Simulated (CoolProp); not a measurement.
Vapour-liquid equilibrium of hydrogen chloride (1) + n-butane (2) at 267.5 K; x and y are mole fractions of (1).

Values from CoolProp's multi-fluid Helmholtz-energy mixture model, Thol 2018 and Bücker 2006; pair parameters Bell 2016.

```json
[
 {"x": "0.05", "bubble pressure, mixture model (bar)": "2.583", "bubble pressure, Raoult's law (bar)": "1.902", "y, mixture model": "0.678", "y, Raoult's law": "0.586"},
 {"x": "0.125", "bubble pressure, mixture model (bar)": "5.183", "bubble pressure, Raoult's law (bar)": "3.510", "y, mixture model": "0.840", "y, Raoult's law": "0.793"},
 {"x": "0.2", "bubble pressure, mixture model (bar)": "7.574", "bubble pressure, Raoult's law (bar)": "5.119", "y, mixture model": "0.892", "y, Raoult's law": "0.870"},
 {"x": "0.275", "bubble pressure, mixture model (bar)": "9.644", "bubble pressure, Raoult's law (bar)": "6.727", "y, mixture model": "0.916", "y, Raoult's law": "0.911"},
 {"x": "0.35", "bubble pressure, mixture model (bar)": "11.37", "bubble pressure, Raoult's law (bar)": "8.336", "y, mixture model": "0.930", "y, Raoult's law": "0.935"},
 {"x": "0.425", "bubble pressure, mixture model (bar)": "12.78", "bubble pressure, Raoult's law (bar)": "9.945", "y, mixture model": "0.939", "y, Raoult's law": "0.952"},
 {"x": "0.5", "bubble pressure, mixture model (bar)": "13.96", "bubble pressure, Raoult's law (bar)": "11.55", "y, mixture model": "0.946", "y, Raoult's law": "0.964"},
 {"x": "0.575", "bubble pressure, mixture model (bar)": "15.00", "bubble pressure, Raoult's law (bar)": "13.16", "y, mixture model": "0.952", "y, Raoult's law": "0.973"},
 {"x": "0.65", "bubble pressure, mixture model (bar)": "15.99", "bubble pressure, Raoult's law (bar)": "14.77", "y, mixture model": "0.958", "y, Raoult's law": "0.980"},
 {"x": "0.725", "bubble pressure, mixture model (bar)": "17.03", "bubble pressure, Raoult's law (bar)": "16.38", "y, mixture model": "0.964", "y, Raoult's law": "0.986"},
 {"x": "0.8", "bubble pressure, mixture model (bar)": "18.19", "bubble pressure, Raoult's law (bar)": "17.99", "y, mixture model": "0.971", "y, Raoult's law": "0.991"},
 {"x": "0.875", "bubble pressure, mixture model (bar)": "19.53", "bubble pressure, Raoult's law (bar)": "19.60", "y, mixture model": "0.980", "y, Raoult's law": "0.995"},
 {"x": "0.95", "bubble pressure, mixture model (bar)": "21.10", "bubble pressure, Raoult's law (bar)": "21.20", "y, mixture model": "0.991", "y, Raoult's law": "0.998"}
]
```

The largest gap from Raoult's law is +48.0 % in bubble pressure, at x = 0.2. No azeotrope shows between x = 0.05 and 0.95.

The pair parameters rest on a limited set of measurements; away from them the model extrapolates. The gap from Raoult's law changes sign with composition, which may be real or a fault of the pair parameters; it wasn't checked against measurements.
